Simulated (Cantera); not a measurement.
A freely propagating, adiabatic, planar premixed flame of 22.3 % H2, 13.1 % O2, 49.4 % N2, 15.2 % H2O, equivalence ratio 0.85, unburnt at 425 K and 0.350 bar; mixture-averaged transport, grid criteria slope 0.08 and curve 0.16, no radiation.

Model: the H2/O2 subset of GRI-Mech 3.0, which has no nitrogen chemistry, integrated in Cantera. Burning velocities carry a grid error of a few per cent, more on coarse grids.

**Question.** Predict: laminar burning velocity; thermal thickness; peak x(OH); peak x(H); peak x(O).

**Answer.** 
```json
{
 "laminar_burning_velocity": "225 cm/s",
 "thermal_thickness": "1.35 mm",
 "peak x(OH)": "0.0102",
 "peak x(H)": "0.0255",
 "peak x(O)": "0.00638"
}
```
